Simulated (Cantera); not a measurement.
## SiCl₄ + O₃ (silicon oxide and oxynitride deposition)

Feed: 1 mol SiCl₄, 0.25 mol O₃, at 0.0410 bar.

Cantera equilibrium calculation (NASA polynomials, part measured and part estimated; ideal gas, pure solids and liquids). Candidate condensed phases: Si, SiO₂; 15 gas species. The tables' values for SiCl₃ are old estimates; treat these amounts as uncertain. The tables hold silica as quartz up to 1696 K and as liquid above; real silica turns to tridymite and cristobalite and melts near 1996 K. The numbers say what is thermodynamically allowed, not how fast it happens.

From 675 K to 775 K the condensed part is SiO₂(α-quartz). From 875 K to 1675 K the condensed part is SiO₂(β-quartz). At 1775 K the condensed part is SiO₂(condensed). The main Si-bearing gas is SiCl₄ throughout.

```
T (K)  x Cl₂      x Cl  x SiCl₄   x SiCl₃   x SiCl₂     x SiO     x ClO  n SiO₂(α-quartz)  n SiO₂(β-quartz)  n SiO₂(condensed)
-----  -----  --------  -------  --------  --------  --------  --------  ----------------  ----------------  -----------------
675    0.545   1.10e-6    0.455    <1e-12    <1e-12    <1e-12    <1e-12             0.375                 0                  0
775    0.545   1.87e-5    0.455    <1e-12    <1e-12    <1e-12    <1e-12             0.375                 0                  0
875    0.545  0.000168    0.455  1.98e-11    <1e-12    <1e-12  1.89e-12                 0             0.375                  0
975    0.545  0.000965    0.454  8.84e-10    <1e-12    <1e-12  4.48e-11                 0             0.375                  0
1075   0.542   0.00401    0.454   1.94e-8    <1e-12    <1e-12  5.87e-10                 0             0.375                  0
1175   0.535    0.0131    0.452   2.50e-7  1.35e-12    <1e-12   4.89e-9                 0             0.375                  0
1275   0.518    0.0351    0.447   2.15e-6  6.76e-11    <1e-12   2.84e-8                 0             0.375                  0
1375   0.483    0.0802    0.436   1.36e-5   1.96e-9  4.77e-12   1.20e-7                 0             0.375                  0
1475   0.423     0.158    0.419   6.79e-5   3.75e-8  2.85e-10   3.81e-7                 0             0.375                  0
1575   0.336     0.271    0.393  0.000283   5.36e-7   1.11e-8   8.87e-7                 0             0.375                  0
1675   0.235     0.402    0.362   0.00105   6.31e-6   3.19e-7   1.49e-6                 0             0.375                  0
1775   0.142     0.523    0.331   0.00360   6.62e-5   7.35e-6   1.80e-6                 0                 0              0.375
```
x: gas mole fraction; n: condensed amount in mol.
